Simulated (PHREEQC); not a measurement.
**Polishing slurry liquid: speciation**

Dissolve 0.11 mol NH3 and 1.2e-05 mol H4SiO4 per kg of water at 25 °C. Closed to the air; pH follows from the charge balance.

The numbers come from PHREEQC with the ion-association model, wateq4f.dat.

This is a speciation only: nothing precipitates in the calculation.

Task: Estimate the pH.

Result: pH 11.14.

Task: In which forms is N present?

Result: NH3 99 %, NH4+ 1.3 % of the N.
